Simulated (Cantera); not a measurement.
**Thermodynamics of silicon etching in halogen gases, feed Si + HBr**

Charge: 1 mol Si, a varied amount of HBr, equilibrated at 923.15 K and 593 Torr.

These are equilibrium values from Cantera (NASA tables, ideal gas, pure condensed phases), not measurements of a reactor. Candidate condensed phases: Br₂, Si; 19 gas species. The tables' values for SiBr₃ are old estimates; treat these amounts as uncertain. Equilibrium is a limit: real reactors are often held back by kinetics, nucleation or transport.

```tsv
n(HBr) (mol)	log p HBr	log p H₂	log p SiBr₄	log p SiHBr₃	log p SiH₂Br₂	log p SiBr₃	log p SiBr₂	log p SiH₃Br	n Si(s)
2.5	-1.97	-0.29	-0.61	-1.62	-2.96	-3.50	-3.72	-4.75	0.366
3.2	-1.97	-0.29	-0.61	-1.62	-2.96	-3.50	-3.72	-4.75	0.188
4.1	-1.48	-0.30	-0.61	-2.12	-3.96	-3.99	-4.71	-6.26	0
5.2	-0.65	-0.43	-0.73	-3.20	-6.00	-5.01	-6.62	-9.25	0
6.6	-0.44	-0.55	-0.85	-3.66	-6.79	-5.40	-7.29	-10.38	0
8.4	-0.33	-0.67	-0.97	-4.01	-7.37	-5.69	-7.74	-11.18	0
11	-0.26	-0.80	-1.10	-4.34	-7.90	-5.96	-8.15	-11.92	0
14	-0.22	-0.92	-1.22	-4.61	-8.33	-6.17	-8.46	<-12	0
18	-0.19	-1.03	-1.33	-4.87	-8.73	-6.37	-8.75	<-12	0
```
log p: log10 of the partial pressure in bar; n: condensed amount in mol.

From 2.5 mol HBr to 3.2 mol HBr the condensed part is Si(s). From 4.1 mol HBr to 18 mol HBr nothing is condensed. The main Si-bearing gas is SiBr₄ throughout.
